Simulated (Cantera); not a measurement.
Input: 1 mol MgSO4, 0.12 mol C, 0.065 mol CO2, at 11000 Pa.

These are equilibrium values from Cantera (NASA tables, ideal gas, pure condensed phases), not measurements of a reactor. Candidate condensed phases: C, Mg, MgCO3, MgO, MgS, MgSO4, S; 26 gas species. Rates play no part.

x: gas mole fraction; n: condensed amount in mol.

| T (K) | x SO2 | x O2 | x CO2 | x O | x CO | x SO | x SO3 | n MgO(s) |
|---|---|---|---|---|---|---|---|---|
| 1800 | 0.638 | 0.242 | 0.118 | 0.000181 | [?] | 7.74e-5 | 0.00110 | 1.00 |
| 1825 | 0.638 | 0.242 | 0.118 | 0.000228 | [?] | 0.000102 | 0.00100 | 1.00 |
| 1850 | 0.638 | 0.242 | 0.118 | 0.000286 | [?] | 0.000133 | 0.000924 | 1.00 |
| 1875 | 0.638 | 0.242 | 0.118 | 0.000357 | [?] | 0.000173 | 0.000852 | 1.00 |
| 1900 | 0.638 | 0.242 | 0.118 | 0.000443 | [?] | 0.000223 | 0.000787 | 1.00 |
| 1925 | 0.638 | 0.242 | 0.118 | 0.000546 | [?] | 0.000286 | 0.000728 | 1.00 |
| 1950 | 0.638 | 0.243 | 0.118 | 0.000670 | [?] | 0.000364 | 0.000676 | 1.00 |
| 1975 | 0.637 | 0.243 | 0.117 | 0.000818 | [?] | 0.000461 | 0.000628 | 1.00 |
| 2000 | 0.637 | 0.243 | 0.117 | 0.000994 | [?] | 0.000579 | 0.000585 | 1.000 |
| 2025 | 0.637 | 0.243 | 0.117 | 0.00120 | [?] | 0.000724 | 0.000545 | 1.000 |
| 2050 | 0.637 | 0.243 | 0.117 | 0.00145 | [?] | 0.000900 | 0.000509 | 1.000 |
| 2075 | 0.636 | 0.243 | 0.116 | 0.00173 | [?] | 0.00111 | 0.000477 | 1.000 |

**Question.** What belongs in the gaps?

**Answer.** 
- 1800, x CO: 0.000149
- 1825, x CO: 0.000192
- 1850, x CO: 0.000246
- 1875, x CO: 0.000313
- 1900, x CO: 0.000395
- 1925, x CO: 0.000497
- 1950, x CO: 0.000620
- 1975, x CO: 0.000769
- 2000, x CO: 0.000948
- 2025, x CO: 0.00116
- 2050, x CO: 0.00142
- 2075, x CO: 0.00172
